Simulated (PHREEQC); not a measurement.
## Buffer: speciation

Consider water at 25 °C with 0.0013 mol NaHSO4, 0.00022 mol NH3 and 0.2 mol LiCl per kg of water. Closed to the air; pH follows from the charge balance.

Computed with PHREEQC (ion-association model, phreeqc.dat).

Each row changes one thing in this solution. This is a speciation only: nothing precipitates in the calculation.

| case | pH | SI of Halite (NaCl) |
|---|---|---|
| as made | 3.08 | -5.43 |
| diluted 10-fold with water | 4.02 | -7.28 |
| NaHSO4 replaced by NaBr at the same molality | 9.72 | -5.43 |
| NH3 left out | 3.00 | -5.43 |
| NH3 replaced by NH4HF2 at the same molality | 3.00 | -5.43 |
| temperature from 25 to 90 °C | 3.13 | -5.51 |

Constants without temperature data keep their 25 °C values here.
